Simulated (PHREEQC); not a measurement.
Dissolve 4.3 mol LiBr, 0.4 mol MgSO4 and 0.93 mol KBr per kg of water at 25 °C and 100 atm. Closed to the air; pH follows from the charge balance.

All values are PHREEQC results (Pitzer model, pitzer.dat), not measurements.

Precipitation was switched off in this run.

Q: What activity of water, osmotic coefficient does the model give?

A: activity of water 0.698; osmotic coefficient 1.775.

Under pressure, the constants of complexes without a molar volume in the database are unreliable.
